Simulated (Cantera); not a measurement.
Mixture: CH4 : CO : O2 : N2 = 1 : 0.26 : 3.13 : 11.6 (molar parts), equivalence ratio 0.68, at 0.480 bar, adiabatic and at constant pressure. Ignition delay is the time to a rise of 400 K.

Model: GRI-Mech 3.0 (53 species, 325 reactions), integrated in Cantera.

Problem. Predict: delay at 1125 K; delay at 1275 K; delay at 1425 K; delay at 1575 K; apparent activation energy between 1500 and 1650 K.

Solution. 
| Property | Result |
|---|---|
| delay at 1125 K | 0.235 s |
| delay at 1275 K | 23.6 ms |
| delay at 1425 K | 3.74 ms |
| delay at 1575 K | 0.947 ms |
| apparent activation energy between 1500 and 1650 K | 160 kJ/mol |
